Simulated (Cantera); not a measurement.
Feed: 1 mol Si, a varied amount of HCl, 14 mol H2, at 1300 K and 12000 Torr.

These are equilibrium values from Cantera (NASA tables, ideal gas, pure condensed phases), not measurements of a reactor. Candidate condensed phases: Si; 19 gas species. The tables' values for SiCl3 are old estimates; treat these amounts as uncertain. Gases not in the tables: Si2H6 and higher silanes. Rates play no part.

log p: log10 of the partial pressure in bar; n: condensed amount in mol.

```
n(HCl) (mol)  log p H2  log p HCl  log p SiHCl3  log p SiCl4   n Si(s)
------------  --------  ---------  ------------  -----------  --------
0.57              1.19      -0.64         -1.16        -1.65     0.872
0.95              1.19      -0.55         -0.89        -1.29     0.765
1.3               1.19      -0.50           ___          ___       ___
1.7               1.18      -0.46         -0.62        -0.92     0.549
2.1               1.18      -0.43         -0.53        -0.80     0.434
2.5               1.17      -0.41         -0.46        -0.71     0.318
2.8               1.17      -0.40         -0.42          ___       ___
3.2               1.17      -0.38         -0.37        -0.58     0.116
3.6               1.16      -0.37         -0.33        -0.52  0.000883
4                 1.16      -0.20         -0.38        -0.40         0
4.3               1.15      -0.10         -0.43        -0.34         0
```

**Question.** Complete the blanks.

**Answer.** 
- 2.8, log p SiCl4: -0.65
- 2.8, n Si(s): 0.231
- 1.3, log p SiHCl3: -0.74
- 1.3, log p SiCl4: -1.09
- 1.3, n Si(s): 0.664
